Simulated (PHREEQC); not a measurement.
A solution holds 0.028 mol Cu(NO3)2, 0.0011 mol HBF4 and 0.1 mol H3BO3 per kg of water, at 25 °C. Closed to the air; pH follows from the charge balance.

Model: ion-association model, phreeqc.dat, run in PHREEQC.

| quantity | before | after |
|---|---|---|
| pH | 2.86 | 2.92 |
| BF2(OH)2- (mol/kgw) | 0.000580 | 0.000761 |
| HF (mol/kgw) | 0.000558 | 0.00155 |
| BF4- (mol/kgw) | 0.000376 | 0.000131 |
| F- (mol/kgw) | 0.000358 | 0.000353 |
| BF3OH- (mol/kgw) | 0.000242 | 0.000107 |

Question: Name the change that produced these shifts.
A) temperature from 25 to 40 °C
B) HBF4 from 0.0011 to 0.00099 mol/kgw
C) H3BO3 from 0.1 to 0.05 mol/kgw
D) diluted 2-fold with water
E) temperature from 25 to 85 °C

Answer: E, temperature from 25 to 85 °C

Precipitation was switched off in this run. Away from 25 °C the constants follow the database's enthalpies or fits; those with neither stay at their 25 °C values. Real BF4- forms and hydrolyses slowly; the run takes it at equilibrium.
